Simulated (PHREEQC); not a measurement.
Consider water at 60 °C with 0.054 mol/kgw KHCO3, 0.0011 mol/kgw Na2CO3 and 0.29 mol/kgw NaCl. Closed to the air; pH follows from the charge balance.

All values are PHREEQC results (ion-association model, phreeqc.dat), not measurements.

```
Property                      Value
--------------------  -------------
pH                             7.58
ionic strength        0.341 mol/kgw
activity of water             0.988
specific conductance    59600 µS/cm
density                 0.998 g/cm³
total alkalinity        56.2 meq/kg
```

```
species  molality  activity   log γ
-------  --------  --------  ------
Cl-         0.290     0.191  -0.181
Na+         0.287     0.203  -0.149
K+         0.0540    0.0353  -0.184
HCO3-      0.0478    0.0335  -0.155
NaHCO3    0.00296   0.00320   0.034
NaCO3-    0.00233   0.00167  -0.145
CO2       0.00162   0.00175   0.034
```

Precipitation was switched off in this run. At this temperature some constants are extrapolated from 25 °C, and those without enthalpy data are left unchanged.
